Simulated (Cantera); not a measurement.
What does this Cantera script print?

```python
import numpy as np
import cantera as ct

gas = ct.Solution("h2o2.yaml")
gas.TPX = 325, 28000, {'H2': 1, 'O2': 0.263, 'N2': 1}
flame = ct.FreeFlame(gas, width=0.098)
flame.set_refine_criteria(ratio=3, slope=0.08, curve=0.16)
flame.transport_model = "mixture-averaged"
flame.solve(loglevel=0, auto=True)
z, T = flame.grid, flame.T
thick = (T[-1] - T[0]) / np.gradient(T, z).max()
show = ['H2', 'O2', 'H', 'H2O2', 'O', 'HO2']
print(f"laminar burning velocity  {flame.velocity[0] * 100:.3f} cm/s")
print(f"burnt temperature         {T[-1]:.1f} K")
print(f"thermal thickness         {thick * 1e3:.4f} mm")
print(f"grid points               {len(z)}")
z0 = z[flame.heat_release_rate.argmax()]
print(f"{'z/mm':>9s}{'T/K':>9s}{'u/(m/s)':>9s}" + "".join(f"{s:>11s}" for s in show))
rows = []
for k in (-3, -2, -1.5, -1, -0.5, -0.25, 0, 0.25, 0.5, 1, 2, 4, 8):
    zz = z0 + k * thick
    rows.append([k * thick, np.interp(zz, z, T), np.interp(zz, z, flame.velocity),
                 *(np.interp(zz, z, flame.X[gas.species_index(s)]) for s in show)])
    print(f"{rows[-1][0] * 1e3:9.3f}{rows[-1][1]:9.1f}{rows[-1][2]:9.3f}" + "".join(f"{x:11.3e}" for x in rows[-1][3:]))
```

It prints:

```
laminar burning velocity  302.244 cm/s
burnt temperature         2086.8 K
thermal thickness         1.8664 mm
grid points               141
     z/mm      T/K  u/(m/s)         H2         O2          H       H2O2          O        HO2
   -5.599    325.0    3.022  4.419e-01  1.162e-01  3.480e-19  8.375e-16  6.154e-16 -5.052e-16
   -3.733    325.0    3.022  4.419e-01  1.162e-01  4.717e-17  9.566e-15  8.058e-14  3.175e-13
   -2.800    325.0    3.022  4.419e-01  1.162e-01  1.033e-15  2.587e-13  1.556e-12  9.248e-12
   -1.866    325.0    3.022  4.419e-01  1.162e-01  3.587e-12  1.311e-10  2.608e-10  4.548e-09
   -0.933    337.7    3.129  4.394e-01  1.166e-01  1.359e-05  6.096e-06  1.472e-06  8.358e-05
   -0.467    625.5    5.639  4.036e-01  1.099e-01  7.829e-03  4.220e-05  1.613e-04  9.029e-05
    0.000   1046.6    9.166  3.012e-01  7.466e-02  5.111e-02  6.933e-07  2.673e-03  2.785e-05
    0.467   1312.8   11.421  2.039e-01  1.834e-02  9.144e-02  3.901e-07  3.452e-03  6.367e-06
    0.933   1421.1   12.308  1.828e-01  3.083e-03  9.571e-02  2.598e-07  1.799e-03  1.012e-06
    1.866   1523.9   13.112  1.869e-01  8.446e-04  8.483e-02  2.139e-07  1.341e-03  2.577e-07
    3.733   1634.9   13.956  1.962e-01  6.304e-04  6.963e-02  1.526e-07  1.104e-03  1.786e-07
    7.465   1748.4   14.797  2.055e-01  4.266e-04  5.371e-02  8.911e-08  7.844e-04  1.176e-07
   14.931   1852.7   15.551  2.141e-01  2.462e-04  3.885e-02  4.609e-08  4.716e-04  7.068e-08
```

Computed with Cantera and the H2/O2 subset of GRI-Mech 3.0, which has no nitrogen chemistry. Burning velocities carry a grid error of a few per cent, more on coarse grids.
